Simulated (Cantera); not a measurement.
Feed: 1 mol CH2F2, 2.4 mol H2, at 1.35 Torr.

Cantera equilibrium calculation (NASA polynomials, part measured and part estimated; ideal gas, pure solids and liquids). Candidate condensed phases: C, C6H6, C7H8, C8H18; 110 gas species. Ions and electrons are included (thermal ionisation). Equilibrium is a limit: real reactors are often held back by kinetics, nucleation or transport. All values below are at 3727 °C.

Base state: H 0.693, F 0.201, C 0.101, HF 0.00407, C2 0.000493, H2 0.000340, CF 0.000309, e- 1.52e-5 (mole fractions); condensed: gas only.

Problem. What changes in the equilibrium state with this change: 0.06 mol HCl added?

Solution. 
```csv
species,before,after
H,0.693,0.690
F,0.201,0.198
C,0.101,0.100
Cl,0,0.00607
C3,1.17e-5,1.13e-5
CF,0.000309,0.000302
C2,0.000493,0.000481
```
